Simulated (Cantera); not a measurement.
Input (Python, Cantera) and output of one run.

```python
import numpy as np
import cantera as ct

gas_names = """
    C CO COS CO2 CS CS2 C2 C2O C3 C3O2 C4 C5 Fe FeC5O5 FeO O O2 O3 S SO SO2 SO3 S2 S2O S8
""".split()
cond_names = """
    C(gr) Fe(a) Fe(c) Fe(d) Fe(L) FeC5O5(L) FeO(s) FeO(L) FeS(a) FeS(b) FeS(c) FeS(L) FeSO4(s) FeS2(s)
    Fe2O3(s) Fe2S3O12(s) Fe3O4(s) S(cr1) S(cr2) S(L)
""".split()


# ... load() reads the species with a 1 bar reference pressure and builds the phases ...
atoms = {
    'FeS': {'Fe': 1, 'S': 1},
    'SO2': {'S': 1, 'O': 2},
    'CO2': {'C': 1, 'O': 2},
}
top_T = {'C(gr)': 4500, 'FeSO4(s)': 950, 'FeS2(s)': 1010, 'Fe2O3(s)': 1830, 'Fe2S3O12(s)': 1100, 'Fe3O4(s)': 1870}  # K; cautious upper limits of use, not melting points


# ... equilibrate(T, P, feed) seeds the gas with the atoms and calls Mixture.equilibrate('TP', solver="vcs", rtol=1e-11, max_steps=5000) ...
results = []
feed = {'FeS': 1, 'SO2': 0.2, 'CO2': 5.2}  # mol
T = 1423  # K
P = 910000  # Pa
mix = equilibrate(T, P, feed)
results.append((T, P, feed, dict(zip(mix.species_names, mix.species_moles))))
print(gas.report(threshold=1e-05))
for i in range(1, mix.n_phases):
    print(f"{mix.phase(i).name:16s} {mix.phase_moles(i):12.5e} mol")
```

It prints:

```
       temperature   1423 K
          pressure   9.1e+05 Pa
           density   3.4109 kg/m^3
  mean mol. weight   44.348 kg/kmol
   phase of matter   gas

                          1 kg             1 kmol
                     ---------------   ---------------
          enthalpy        -7.096e+06       -3.1469e+08  J
   internal energy       -7.3628e+06       -3.2652e+08  J
           entropy            6180.4        2.7408e+05  J/K
    Gibbs function       -1.5891e+07       -7.0472e+08  J
 heat capacity c_p            1272.5             56433  J/K
 heat capacity c_v              1085             48118  J/K

                      mass frac. Y      mole frac. X     chem. pot. / RT
                     ---------------   ---------------   ---------------
                CO           0.03175           0.05027           -36.725
               COS         0.0027999          0.002067           -48.113
               CO2            0.8857           0.89252             -61.1
                SO          0.000194        0.00017902           -35.763
               SO2          0.070184          0.048589           -60.138
                S2         0.0086134         0.0059574           -22.776
               S2O        0.00075367        0.00041718           -47.151
     [  +18 minor]        2.3709e-06        1.6128e-06

C(gr)             0.00000e+00 mol
Fe(c)             0.00000e+00 mol
FeC5O5(L)         0.00000e+00 mol
FeO(s)            1.49949e-01 mol
FeS(c)            8.50051e-01 mol
Fe2O3(s)          0.00000e+00 mol
Fe3O4(s)          0.00000e+00 mol
S(L)              0.00000e+00 mol
```

Method: chemical equilibrium by Gibbs-energy minimisation in Cantera with the NASA 1993 tables (ideal gas, pure condensed phases). Metal and sulfide melt together well below either melting point, which pure phases cannot show. Mutual solubility and eutectic melting of coexisting phases are not modelled. The tables' stoichiometric FeO is somewhat more stable than real wüstite, so its field is too wide. FeO, FeS: taken at fixed stoichiometry.
